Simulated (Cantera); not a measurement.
Input: 1 mol B2H6, 36 mol H2, 75 mol N2, at 975 K and 0.000140 bar.

Cantera equilibrium calculation (NASA polynomials, part measured and part estimated; ideal gas, pure solids and liquids). Candidate condensed phases: B, BN; 15 gas species. The feed counts by its element totals alone. N2 is the only nitrogen source here; it is nearly inert below about 1500 K, so the nitride shown seldom forms there in practice. Kinetics and transport are ignored.

### Question
What is the equilibrium state?

### Answer
```
Quantity                             Value
-------------------------------  ---------
x(N2)                                0.655
x(H2)                                0.345
n(BN(s))                          2.00 mol
gas amount                       113.0 mol
log10 activity of B(s) (absent)      -6.81
```
